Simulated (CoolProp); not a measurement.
Vapour pressure (MPa) of propylene: the reference equation beside estimates from Tc = 364.2 K, pc = 4.555 MPa, ω = 0.146.

Values from CoolProp's reference Helmholtz-energy equation of state, Lemmon 2013.

```
T (K)  reference  Redlich-Kwong  Peng-Robinson
-----  ---------  -------------  -------------
242.9     0.2096         0.2611         0.2096
253.6     0.3105         0.3808         0.3100
264.3     0.4443         0.5359         0.4432
275       0.6170         0.7315         0.6155
285.7     0.8350         0.9725         0.8337
296.4      1.105          1.264          1.105
307.1      1.434          1.610          1.435
317.8      1.829          2.015          1.834
328.5      2.299          2.483          2.309
339.2      2.852          3.019          2.867
```

Absolute difference from the reference over all 10 rows, mean and median: Redlich-Kwong 15.4 and 15.4 %, Peng-Robinson 0.2 and 0.2 %.
